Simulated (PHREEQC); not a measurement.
A column of 0.1 m (30 cells, dispersivity 0.005 m, 300 s a shift, diffusion coefficient 3e-10 m²/s) holds 0.053 eq of the database's cation exchanger X per kg of pore water, first in equilibrium with 0.0004 mol/kgw KBr, 0.0044 mol/kgw CdCl2 and 1e-05 mol/kgw HCl. It is flushed with 0.011 mol SrCl2, 0.0044 mol PbCl2 and 1e-05 mol HCl per kg of water, at 15 °C. Values are for the last cell. CO2 from the air is kept out. Precipitation was switched off in this run.

Model: ion-association model, phreeqc.dat, run in PHREEQC.

**Question.** Predict Sr in solution (mol/kgw), Pb in solution (mol/kgw), Br in solution (mol/kgw) at pore volumes = 0.4167, 1.217, 5.617.

**Answer.** 
| pore volumes | Sr in solution (mol/kgw) | Pb in solution (mol/kgw) | Br in solution (mol/kgw) |
|---|---|---|---|
| 0.4167 | 0 | 0 | 0.000399 |
| 1.217 | 5.08e-8 | 5.36e-9 | 8.67e-5 |
| 5.617 | 0.0110 | 0.00440 | 5.32e-14 |

Species that the database lacks are ignored.
